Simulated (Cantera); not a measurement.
Input: 1 mol Si3N4, 1.7 mol H2, 22 mol N2, equilibrated at 1.00 Torr.

These are equilibrium values from Cantera (NASA tables, ideal gas, pure condensed phases), not measurements of a reactor. Candidate condensed phases: Si, Si3N4; 18 gas species. Rates play no part.

Which condensed phases are stable at each of these points (T (K)): 1225, 1300, 1375, 1450, 1525, 1600, 1675, 1750, 1825, 1900, 1975?


```tsv
T (K)	condensed phases	Si condensed (%)
1225	Si3N4(s)	100.0
1300	Si3N4(s)	100.0
1375	Si3N4(s)	100.0
1450	Si3N4(s)	100.0
1525	Si3N4(s)	100.0
1600	Si3N4(s)	100.0
1675	Si3N4(s)	99.7
1750	Si(l)	98.9
1825	Si(l)	96.8
1900	Si(l)	91.2
1975	Si(l)	77.1
```

From 1225 K to 1675 K the condensed part is Si3N4(s). From 1750 K to 1975 K the condensed part is Si(l).
